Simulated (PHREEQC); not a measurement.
Consider water at 40 °C with 0.058 mol Cu(NO3)2 and 0.16 mol H2SO4 per kg of water. Closed to the air; pH follows from the charge balance.

The numbers come from PHREEQC with the ion-association model, phreeqc.dat.

Precipitation was switched off in this run.

What pH, density, specific conductance does the model give?

pH 0.83; density 1.010 g/cm³; specific conductance 88500 µS/cm.

In which forms is S present?

HSO4- 80 %, SO4-2 12 %, CuSO4 7.4 % of the S.

At this temperature some constants are extrapolated from 25 °C, and those without enthalpy data are left unchanged.
